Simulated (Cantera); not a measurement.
Source: NASA polynomial tables (part measured, part estimated), evaluated in Cantera. Values are per mole of reaction as written; species without (g) are pure solids or liquids, kept so even where they would boil at 1 bar.

PbF2 + H2S(g) ⇌ H2(g) + PbS + F2(g), with ΔH° = 599.1 kJ and ΔS° = 106.1 J/K at 300 K.

**Question.** How far is the shortcut ΔG° ≈ ΔH°(300 K) − T·ΔS°(300 K) from the full temperature-dependent value at 975, 1000, 1025, 1050, 1075 K?

**Answer.** 
```
T (K)  shortcut (kJ)  full (kJ)  difference (kJ)  difference in log10 K
-----  -------------  ---------  ---------------  ---------------------
975            495.7      501.0             -5.3                   0.29
1000           493.1      498.9             -5.8                   0.31
1025           490.4      496.8             -6.4                   0.32
1050           487.7      494.6             -6.9                   0.34
1075           485.1      492.5             -7.4                   0.36
```
The shortcut ignores the heat-capacity change of the reaction.
